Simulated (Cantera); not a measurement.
**HCl + H2 + O2 (abatement and gas-phase synthesis)**

A closed system holds: 1 mol HCl, 0.3 mol H2, 0.32 mol O2, equilibrated at 1.00 bar.

These are equilibrium values from Cantera (NASA tables, ideal gas, pure condensed phases), not measurements of a reactor. Candidate condensed phases: H2O; 29 gas species. Ions and electrons are included (thermal ionisation). Equilibrium is a limit: real reactors are often held back by kinetics, nucleation or transport.

From 1727 °C to 4727 °C nothing is condensed.

```json
[
 {"T (°C)": "1727", "log p HCl": "-0.21", "log p H": "-4.63", "log p Cl": "-1.29", "log p H2O": "-0.64", "log p O": "-3.68", "log p O2": "-1.01", "log p H2": "-3.67", "log p OH": "-2.59"},
 {"T (°C)": "2227", "log p HCl": "-0.28", "log p H": "-2.74", "log p Cl": "-0.90", "log p H2O": "-0.61", "log p O": "-2.40", "log p O2": "-1.13", "log p H2": "-2.27", "log p OH": "-1.76"},
 {"T (°C)": "2727", "log p HCl": "-0.41", "log p H": "-1.50", "log p Cl": "-0.68", "log p H2O": "-0.70", "log p O": "-1.59", "log p O2": "-1.29", "log p H2": "-1.40", "log p OH": "-1.28"},
 {"T (°C)": "3227", "log p HCl": "-0.70", "log p H": "-0.77", "log p Cl": "-0.56", "log p H2O": "-1.11", "log p O": "-1.05", "log p O2": "-1.49", "log p H2": "-1.09", "log p OH": "-1.13"},
 {"T (°C)": "3727", "log p HCl": "-1.18", "log p H": "-0.44", "log p Cl": "-0.52", "log p H2O": "-2.01", "log p O": "-0.79", "log p O2": "-1.93", "log p H2": "-1.29", "log p OH": "-1.39"},
 {"T (°C)": "4227", "log p HCl": "-1.74", "log p H": "-0.34", "log p Cl": "-0.51", "log p H2O": "-3.15", "log p O": "-0.73", "log p O2": "-2.54", "log p H2": "-1.77", "log p OH": "-1.88"},
 {"T (°C)": "4727", "log p HCl": "-2.25", "log p H": "-0.32", "log p Cl": "-0.51", "log p H2O": "-4.22", "log p O": "-0.71", "log p O2": "-3.11", "log p H2": "-2.25", "log p OH": "-2.37"}
]
```
log p: log10 of the partial pressure in bar; nothing condenses.
